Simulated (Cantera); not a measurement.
# Reactions in the system N-O-V

Source: NASA polynomial tables (part measured, part estimated), evaluated in Cantera. Values are per mole of reaction as written; species without (g) are pure solids or liquids, kept so even where they would boil at 1 bar.

4 V + 3 NO2(g) = 2 V2O3 + 3 N(g)

| T (K) | ΔH° (kJ) | ΔS° (J/K) | ΔG° (kJ) | log10 K |
|---|---|---|---|---|
| 748 | -1091.4 | -117.2 | -1003.7 | 70.09 |
| 798 | -1088.3 | -113.2 | -998.0 | 65.32 |
| 848 | -1085.2 | -109.5 | -992.4 | 61.13 |
| 898 | -1082.3 | -106.1 | -987.0 | 57.41 |
| 948 | -1079.3 | -102.9 | -981.8 | 54.09 |
| 998 | -1076.4 | -99.9 | -976.7 | 51.12 |
| 1048 | -1073.4 | -97.0 | -971.8 | 48.44 |
| 1098 | -1070.5 | -94.2 | -967.0 | 46.00 |
| 1148 | -1067.5 | -91.6 | -962.4 | 43.79 |
